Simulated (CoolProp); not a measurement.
Vapour-liquid equilibrium of R143a (1) + fluoroethane (R161) (2) at 0.393 MPa; x and y are mole fractions of (1).

Model: multi-fluid Helmholtz-energy mixture model, Lemmon and Jacobsen 2000 and Wu 2012; pair parameters Bell 2016, in CoolProp.

Give the bubble temperature and the first vapour's composition at x = 0.45, 0.75, 0.85. Is there an azeotrope?

x = 0.45: -8.8 °C, y = 0.531; x = 0.75: -11.7 °C, y = 0.802; x = 0.85: -12.6 °C, y = 0.884. No azeotrope shows between x = 0.05 and 0.95.

The pair parameters rest on a limited set of measurements; away from them the model extrapolates.
